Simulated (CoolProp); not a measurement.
Properties of acetone along the isobar 5030 kPa (Tc = 508.1 K, pc = 4692 kPa, ω = 0.307).

Model: reference Helmholtz-energy equation of state, Lemmon 2006, in CoolProp. It is a short technical equation, of lower accuracy than the large ones.

```
T (K)          phase  density (kg/m³)  cv (kJ/(kg K))  Joule-Thomson coefficient (K/MPa)
-----  -------------  ---------------  --------------  ---------------------------------
369.1         liquid            708.0           1.686                            -0.2111
378.9         liquid            695.5           1.707                            -0.1812
388.7         liquid            682.7           1.728                            -0.1473
398.5         liquid            669.5           1.750                            -0.1082
408.3         liquid            655.6           1.773                           -0.06285
418.1         liquid            641.2           1.796                          -0.009373
428           liquid            625.8           1.820                            0.05537
437.8         liquid            609.7           1.845                             0.1337
447.6         liquid            592.5           1.870                             0.2318
457.4         liquid            573.9           1.897                             0.3584
467.2         liquid            553.4           1.925                             0.5290
477           liquid            530.4           1.956                             0.7732
486.8         liquid            503.4           1.992                              1.158
496.6         liquid            469.5           2.038                              1.874
506.4         liquid            416.9           2.114                              3.892
516.2  supercritical            178.9           2.310                              15.55
```
